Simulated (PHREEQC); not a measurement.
A PHREEQC input (ion-association model, wateq4f.dat):

```
SOLUTION 1
  temp 20
  units mg/L
  pH 6.41
  pe -0.6
  Na 1.15
  K 4.51
  Ca 1.2
  Mg 0.0507
  Cl 2.29
  SO4 0.361 as SO4
  Alkalinity 9.43 as HCO3
  Si 0.0107 as SiO2
END
USE solution 1
EQUILIBRIUM_PHASES 1
  Quartz 0 0.5
  CO2(g) -3.4 10
END
```

The run finishes with these warnings:
```
WARNING: Could not find element in database, SO4.
	Concentration is set to zero.
```

Its last state differs from that of the intended input:

| quantity | as run | intended |
|---|---|---|
| ionic strength (mol/kgw) | 0.000256 | 0.000264 |
| SI of Quartz (SiO2) | -0.00 | +0.00 |

The fault: SO4 typed in place of S(6). The line should read `S(6) 0.361` where the input has `SO4 0.361`.
